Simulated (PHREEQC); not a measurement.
4.6 g of hydrous ferric oxide (600 m²/g; 0.2 weak and 0.005 strong sites per Fe, Dzombak-Morel constants, diffuse double layer) in 1 kg of water with 0.01 mol/kgw of an inert sodium salt and 0.0042 mol/kgw NaH2PO4 and 0.011 mol/kgw Na2HAsO4, at 25 °C; the pH is set by adding NaOH or the inert anion's acid. O2 is buffered at 0.21 atm. No CO2 enters from the air. No solid was allowed to form.

Base run: PHREEQC, ion-association model, wateq4f.dat. Each further column changes one thing. The table gives As sorbed (%).

```csv
pH,base,no electrostatic term (-no_edl),background salt from 0.01 to 0.001 mol/kgw,oxide from 4.6 to 23 g/kgw
3,78.3,(withheld),78.3,100.0
4.33,78.5,78.5,78.5,100.0
5.67,77.8,78.5,77.8,100.0
7,72.7,(withheld),(withheld),100.0
8.33,54.9,(withheld),54.4,99.7
9.67,27.9,93.6,(withheld),(withheld)
11,20.4,93.9,19.4,(withheld)
```

Task: Complete the blanks.

Result: 
- 3, no electrostatic term (-no_edl): 78.2
- 7, no electrostatic term (-no_edl): 78.1
- 7, background salt from 0.01 to 0.001 mol/kgw: 72.6
- 8.33, no electrostatic term (-no_edl): 89.6
- 9.67, background salt from 0.01 to 0.001 mol/kgw: 27.4
- 9.67, oxide from 4.6 to 23 g/kgw: 86.3
- 11, oxide from 4.6 to 23 g/kgw: 71.6

H3PO4, which wateq4f.dat lacks, is added to it with the constant of phreeqc.dat. The oxide is taken as insoluble; below pH 4 it would dissolve.
